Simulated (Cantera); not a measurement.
A closed system holds: 1 mol SiHCl3, 6.3 mol H2, held at 2075 K and 110 Pa.

Cantera equilibrium calculation (NASA polynomials, part measured and part estimated; ideal gas, pure solids and liquids). Candidate condensed phases: Si; 19 gas species. The tables' values for SiCl, SiCl3 are old estimates; treat these amounts as uncertain. Gases not in the tables: Si2H6 and higher silanes. Equilibrium is a limit: real reactors are often held back by kinetics, nucleation or transport.

Base state: H2 0.622, HCl 0.191, H 0.0633, SiCl2 0.0591, Si 0.0426, Cl 0.0143, SiCl 0.00716, SiH 0.000638 (mole fractions); condensed: gas only.

**Question.** What changes in the equilibrium state with this change: H2 from 6.3 to 850 mol?

**Answer.** 
```csv
species,before,after
H2,0.622,0.919
H,0.0633,0.0770
HCl,0.191,0.00318
SiCl2,0.0591,2.88e-7
Cl,0.0143,0.000197
Si,0.0426,0.00110
SiCl3,8.44e-5,<1e-9
Si3,2.30e-5,<1e-9
SiCl,0.00716,2.55e-6
```
